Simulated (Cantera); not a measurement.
Cantera run, input and output.

```python
import numpy as np
import cantera as ct

gas = ct.Solution("gri30.yaml")
gas.TPX = 375, 240000, {'CO': 1, 'H2': 0.048, 'O2': 0.374, 'N2': 1.41}
flame = ct.FreeFlame(gas, width=0.022)
flame.set_refine_criteria(ratio=3, slope=0.08, curve=0.16)
flame.transport_model = "mixture-averaged"
flame.solve(loglevel=0, auto=True)
z, T = flame.grid, flame.T
thick = (T[-1] - T[0]) / np.gradient(T, z).max()
show = ['CO', 'H2', 'O2', 'NO', 'N2O', 'CO2']
print(f"laminar burning velocity  {flame.velocity[0] * 100:.3f} cm/s")
print(f"burnt temperature         {T[-1]:.1f} K")
print(f"thermal thickness         {thick * 1e3:.4f} mm")
print(f"grid points               {len(z)}")
z0 = z[flame.heat_release_rate.argmax()]
print(f"{'z/mm':>9s}{'T/K':>9s}{'u/(m/s)':>9s}" + "".join(f"{s:>11s}" for s in show))
rows = []
for k in (-3, -2, -1.5, -1, -0.5, -0.25, 0, 0.25, 0.5, 1, 2, 4, 8):
    zz = z0 + k * thick
    rows.append([k * thick, np.interp(zz, z, T), np.interp(zz, z, flame.velocity),
                 *(np.interp(zz, z, flame.X[gas.species_index(s)]) for s in show)])
    print(f"{rows[-1][0] * 1e3:9.3f}{rows[-1][1]:9.1f}{rows[-1][2]:9.3f}" + "".join(f"{x:11.3e}" for x in rows[-1][3:]))
```

Output:

```
laminar burning velocity  64.195 cm/s
burnt temperature         2446.8 K
thermal thickness         0.2604 mm
grid points               109
     z/mm      T/K  u/(m/s)         CO         H2         O2         NO        N2O        CO2
   -0.781    375.0    0.642  3.531e-01  1.693e-02  1.321e-01  1.201e-13  9.900e-16  8.345e-10
   -0.521    375.0    0.642  3.532e-01  1.681e-02  1.321e-01  6.001e-12  7.798e-14  6.462e-08
   -0.391    375.1    0.642  3.532e-01  1.661e-02  1.321e-01  3.609e-11  5.751e-13  4.725e-07
   -0.260    376.4    0.644  3.535e-01  1.585e-02  1.322e-01  6.111e-10  1.452e-11  1.173e-05
   -0.130    422.3    0.720  3.525e-01  1.299e-02  1.313e-01  4.054e-08  1.461e-09  1.139e-03
   -0.065    717.6    1.212  3.359e-01  9.585e-03  1.206e-01  1.155e-06  2.596e-08  1.817e-02
    0.000   1206.6    1.990  2.885e-01  4.991e-03  9.114e-02  6.053e-06  1.761e-07  7.246e-02
    0.065   1540.4    2.474  2.346e-01  1.994e-03  5.733e-02  1.695e-05  4.186e-07  1.379e-01
    0.130   1734.1    2.731  2.001e-01  1.533e-03  3.836e-02  3.059e-05  4.776e-07  1.817e-01
    0.260   1928.9    2.987  1.752e-01  1.686e-03  2.634e-02  5.351e-05  4.294e-07  2.144e-01
    0.521   2098.6    3.211  1.611e-01  1.677e-03  1.963e-02  8.534e-05  3.983e-07  2.333e-01
    1.042   2237.1    3.389  1.483e-01  1.528e-03  1.340e-02  1.365e-04  3.501e-07  2.503e-01
    2.083   2339.6    3.516  1.372e-01  1.384e-03  8.021e-03  2.218e-04  2.718e-07  2.645e-01
```

Detailed kinetics in Cantera: GRI-Mech 3.0 (53 species, 325 reactions). The hydrogen kinetics of GRI-Mech 3.0 are dated; newer H2 mechanisms differ, most at raised pressure. Burning velocities carry a grid error of a few per cent, more on coarse grids.
